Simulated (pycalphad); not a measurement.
An equivalent pycalphad script:

```python
from pycalphad import Database, equilibrium, calculate, variables as v
import numpy as np
db = Database('COST507.tdb')
comps = ['V', 'SI', 'VA']
phases = ['BCC_A2', 'DIAMOND_A4', 'LIQUID', 'SI2V', 'SI3V5', 'SI5V6', 'SIV3']
eq = equilibrium(db, comps, phases, {v.X('SI'): 0.0083, v.T: np.arange(2850, 499, -100), v.P: 101325, v.N: 1}, output=['HM', 'SM'])
```

CALPHAD calculation (pycalphad, COST 507 light-alloy database (1999)), 1 atm. The database dates from 1999; later assessments differ in places, in temperatures and in the compounds included. Amounts are mole fractions of atoms. Kinetics are ignored, which matters at the lower temperatures.

Results at three of the temperatures:

```
T = 2650.00 K, P = 101325 Pa, N = 1 mol of atoms
G = -187665 J/mol, H = 104496 J/mol, S = 110.25 J/(mol K)  (SER reference)
chemical potentials (J/mol): V -186233, Si -358775
phase             fraction       x(V)      x(Si)
LIQUID              1.0000     0.9917     0.0083
```

```
T = 1150.00 K, P = 101325 Pa, N = 1 mol of atoms
G = -55403 J/mol, H = 22675 J/mol, S = 67.89 J/(mol K)  (SER reference)
chemical potentials (J/mol): V -54134, Si -206998
phase             fraction       x(V)      x(Si)
BCC_A2              1.0000     0.9917     0.0083
```

```
T = 650.00 K, P = 101325 Pa, N = 1 mol of atoms
G = -25428 J/mol, H = 7650 J/mol, S = 50.89 J/(mol K)  (SER reference)
chemical potentials (J/mol): V -24030, Si -192422
phase             fraction       x(V)      x(Si)
BCC_A2              0.9666     0.9998   0.000158
SIV3                0.0334     0.7558     0.2442
```

Changes of the phase set, refined by bisection:

```csv
T (°C),phases above,phases below
1904.6,LIQUID,BCC_A2 + LIQUID
1902.2,BCC_A2 + LIQUID,BCC_A2
846.9,BCC_A2,BCC_A2 + SIV3
```

Database names, with the compositions (at.%) that they take in these runs: SIV3: V 75-78 Si 22-25. BCC_A2 is bcc.
